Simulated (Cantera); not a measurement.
Thermodynamics of silicon epitaxy and polysilicon growth, feed SiH2Cl2 + H2

A closed system holds: 1 mol SiH2Cl2, a varied amount of H2, equilibrated at 950 K and 3.70 mbar.

These are equilibrium values from Cantera (NASA tables, ideal gas, pure condensed phases), not measurements of a reactor. Candidate condensed phases: Si; 19 gas species. The tables' values for SiCl3 are old estimates; treat these amounts as uncertain. Equilibrium is a limit: real reactors are often held back by kinetics, nucleation or transport.

From 18 mol H2 to 91 mol H2 the condensed part is Si(s). The main Si-bearing gas is SiCl4 throughout. The share of Si in condensed phases is highest at 91 mol H2 (73.5 %) and lowest at 18 mol H2 (56.8 %).

| n(H2) (mol) | log p H2 | log p HCl | log p SiCl4 | log p SiHCl3 | log p SiCl2 | log p SiCl3 | log p SiH2Cl2 | log p SiH3Cl | n Si(s) |
|---|---|---|---|---|---|---|---|---|---|
| 18 | -2.45 | -4.14 | -4.20 | -4.85 | -5.64 | -5.68 | -6.50 | -8.75 | 0.568 |
| 21 | -2.45 | -4.16 | -4.28 | -4.91 | -5.68 | -5.74 | -6.54 | -8.76 | 0.578 |
| 25 | -2.45 | -4.18 | -4.37 | -4.98 | -5.72 | -5.81 | -6.58 | -8.78 | 0.590 |
| 29 | -2.45 | -4.20 | -4.45 | -5.04 | -5.76 | -5.87 | -6.62 | -8.80 | 0.602 |
| 33 | -2.44 | -4.21 | -4.52 | -5.09 | -5.80 | -5.92 | -6.65 | -8.82 | 0.613 |
| 38 | -2.44 | -4.23 | -4.60 | -5.15 | -5.84 | -5.98 | -6.69 | -8.84 | 0.626 |
| 44 | -2.44 | -4.25 | -4.69 | -5.21 | -5.88 | -6.05 | -6.73 | -8.86 | 0.641 |
| 51 | -2.44 | -4.28 | -4.78 | -5.28 | -5.93 | -6.11 | -6.78 | -8.88 | 0.657 |
| 59 | -2.44 | -4.30 | -4.87 | -5.35 | -5.97 | -6.18 | -6.82 | -8.90 | 0.675 |
| 68 | -2.44 | -4.32 | -4.97 | -5.42 | -6.02 | -6.25 | -6.87 | -8.92 | 0.693 |
| 79 | -2.44 | -4.35 | -5.07 | -5.50 | -6.07 | -6.33 | -6.92 | -8.95 | 0.714 |
| 91 | -2.44 | -4.37 | -5.18 | -5.58 | -6.13 | -6.41 | -6.97 | -8.97 | 0.735 |
log p: log10 of the partial pressure in bar; n: condensed amount in mol.
